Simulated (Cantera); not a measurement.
## Equilibrium for silicon etching in halogen gases: Si + NF3

A closed system holds: 1 mol Si, 2.2 mol NF3, held at 4.20 Pa.

These are equilibrium values from Cantera (NASA tables, ideal gas, pure condensed phases), not measurements of a reactor. Candidate condensed phases: Si, Si3N4; 16 gas species. Kinetics and transport are ignored.

| T (K) | log p F | log p F2 | log p N2 | log p SiF4 | log p NF3 |
|---|---|---|---|---|---|
| 598 | -6.32 | -4.89 | -4.88 | -4.88 | -5.58 |
| 648 | -5.75 | -4.84 | -4.88 | -4.91 | -6.39 |
| 698 | -5.31 | -4.90 | -4.89 | -4.93 | -7.24 |
| 748 | -4.98 | -5.06 | -4.92 | -4.97 | -8.15 |
| 798 | -4.77 | -5.36 | -4.96 | -5.01 | -9.19 |
| 848 | -4.68 | -5.80 | -4.99 | -5.03 | -10.37 |
| 898 | -4.65 | -6.30 | -5.00 | -5.04 | -11.58 |
| 948 | -4.64 | -6.79 | -5.01 | -5.05 | -12.70 |
| 998 | -4.64 | -7.24 | -5.01 | -5.05 | -13.74 |
| 1048 | -4.63 | -7.65 | -5.01 | -5.05 | -14.67 |
| 1098 | -4.63 | -8.02 | -5.01 | -5.05 | -15.53 |
| 1148 | -4.63 | -8.36 | -5.01 | -5.05 | -16.30 |
| 1198 | -4.63 | -8.68 | -5.01 | -5.05 | <-16 |
| 1248 | -4.63 | -8.97 | -5.01 | -5.05 | <-16 |
log p: log10 of the partial pressure in bar; nothing condenses.

From 598 K to 1248 K nothing is condensed. The main Si-bearing gas is SiF4 throughout.
